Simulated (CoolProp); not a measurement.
Model: reference Helmholtz-energy equation of state, Lemmon 2016, in CoolProp.

Question: For R365MFC, give the phase and the cp (kJ/(kg K)), cv (kJ/(kg K)), Joule-Thomson coefficient (K/MPa), fugacity coefficient at 485.1 K and 3.39 MPa.

Answer: 
- 485.1 K and 3.39 MPa: supercritical; cp 1.80, cv 1.34, Joule-Thomson coefficient 10.7, fugacity coefficient 0.707
